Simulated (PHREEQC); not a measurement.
Polishing slurry liquid: an equilibrium model

Make-up at 25 °C and 50 atm: 0.99 mmol/kgw HNO3, 0.043 mmol/kgw K2SO4 and 4 mmol/kgw CO2. Closed to the air; pH follows from the charge balance.

Computed with PHREEQC (ion-association model, phreeqc.dat).

```json
{
  "pH": "3.02",
  "ionic_strength": "0.00112 mol/kgw",
  "specific_conductance": "418 µS/cm",
  "total_alkalinity": "-0.990 meq/kg"
}
```

```json
[
 {"species": "CO2", "molality": "0.00400", "activity": "0.00400", "log γ": "0.000"},
 {"species": "NO3-", "molality": "0.000990", "activity": "0.000953", "log γ": "-0.016"},
 {"species": "H+", "molality": "0.000989", "activity": "0.000954", "log γ": "-0.015"},
 {"species": "K+", "molality": "8.60e-5", "activity": "8.28e-5", "log γ": "-0.016"},
 {"species": "SO4-2", "molality": "3.98e-5", "activity": "3.43e-5", "log γ": "-0.064"},
 {"species": "HSO4-", "molality": "3.14e-6", "activity": "3.03e-6", "log γ": "-0.016"},
 {"species": "HCO3-", "molality": "2.04e-6", "activity": "1.97e-6", "log γ": "-0.016"},
 {"species": "(CO2)2", "molality": "2.93e-7", "activity": "2.93e-7", "log γ": "0.000"},
 {"species": "KSO4-", "molality": "2.03e-8", "activity": "1.96e-8", "log γ": "-0.016"}
]
```

This is a speciation only: nothing precipitates in the calculation. Under pressure, the constants of complexes without a molar volume in the database are unreliable.
